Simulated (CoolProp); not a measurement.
C2F6 (R116) at 252.58 K and 0.455 MPa flows at 0.2 m/s in a round tube of 25 mm bore and 15 µm roughness, fully developed (64/Re and Nu = 3.66 if laminar; Colebrook and Gnielinski if turbulent). Each further row changes one setting.

Values from CoolProp's reference Helmholtz-energy equation of state, Lemmon 2006. It is a short technical equation, of lower accuracy than the large ones.

```csv
case,Reynolds number,Darcy friction factor,pressure drop (Pa/m),heat-transfer coefficient (W/(m² K)),mass flow (kg/h)
as stated,13900,0.0294,?,19.1,11.6
velocity 0.4 m/s,27700,0.0254,?,?,23.2
diameter 50 mm,27700,0.0247,0.324,?,46.4
```

Problem. Some entries are withheld; supply them.

Solution. 
- as stated, pressure drop (Pa/m): 0.772
- velocity 0.4 m/s, pressure drop (Pa/m): 2.67
- velocity 0.4 m/s, heat-transfer coefficient (W/(m² K)): 33.9
- diameter 50 mm, heat-transfer coefficient (W/(m² K)): 16.4

Viscosity comes from a separate model (Huber 2003), an estimate that may be off by 10 % or more. Thermal conductivity comes from a separate model (Huber 2003), an estimate that may be off by 10 % or more.
